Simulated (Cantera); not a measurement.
A perfectly stirred reactor is fed with 5.92 % CH₄, 1.24 % H₂, 19.5 % O₂, 73.4 % N₂, equivalence ratio 0.64, at 0.640 bar; it is adiabatic with a 575 K inlet, and is followed from long to short residence time, starting on the burning branch (τ in s: 0.46, 0.18, 0.072, 0.029, 0.011, 0.0045, 0.0018, 0.00071, 0.00028, 0.00011, 4.5e-05, 1.8e-05).

Computed with Cantera and GRI-Mech 3.0 (53 species, 325 reactions).

Q: Predict: blow-out, bracketed by the residence times tried; x(CH₄) at τ = 0.460 s; x(H₂) at τ = 0.460 s; x(O₂) at τ = 0.460 s; x(HO₂) at τ = 0.460 s; x(NO) at τ = 0.460 s; x(CH₄) at τ = 1.80 ms; x(H₂) at τ = 1.80 ms; x(O₂) at τ = 1.80 ms; x(HO₂) at τ = 1.80 ms; x(NO) at τ = 1.80 ms.

A: 
| Quantity | Value |
|---|---|
| blow-out, bracketed by the residence times tried | burning at 0.110 ms, out at 45.0 µs |
| x(CH₄) at τ = 0.460 s | 2.07e-6 |
| x(H₂) at τ = 0.460 s | 0.000176 |
| x(O₂) at τ = 0.460 s | 0.0701 |
| x(HO₂) at τ = 0.460 s | 1.13e-6 |
| x(NO) at τ = 0.460 s | 0.000241 |
| x(CH₄) at τ = 1.80 ms | 9.79e-5 |
| x(H₂) at τ = 1.80 ms | 0.00284 |
| x(O₂) at τ = 1.80 ms | 0.0722 |
| x(HO₂) at τ = 1.80 ms | 9.21e-6 |
| x(NO) at τ = 1.80 ms | 2.02e-5 |
